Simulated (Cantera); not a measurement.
## Pyrogenic steam for wet oxidation

A perfectly stirred reactor is fed with H2 : O2 : N2 = 0.68 : 1 : 10 (molar parts), equivalence ratio 0.34, at 0.310 bar; it is held at 1075 K, and followed from long to short residence time.

Computed with Cantera and GRI-Mech 3.0 (53 species, 325 reactions). The temperature is held fixed by assumption; the heat of reaction is taken as removed at once.

```
τ (s)        x H2    x O2   x H2O2     x NO    x N2O
-------  --------  ------  -------  -------  -------
16        2.97e-5  0.0582  1.29e-7  1.03e-7  3.69e-7
3.1       8.95e-5  0.0582  2.68e-7  5.88e-8  2.92e-7
0.58     0.000263  0.0583  5.03e-7  4.54e-8  2.08e-7
0.11     0.000716  0.0584  7.85e-7  7.24e-8  1.33e-7
0.020     0.00188  0.0589  1.06e-6  1.73e-7  7.49e-8
0.0038    0.00466  0.0601  1.26e-6  3.83e-7  3.91e-8
0.00072    0.0114  0.0633  1.25e-6  5.97e-7  1.85e-8
```
x: mole fraction; the columns are a selection and need not sum to one.
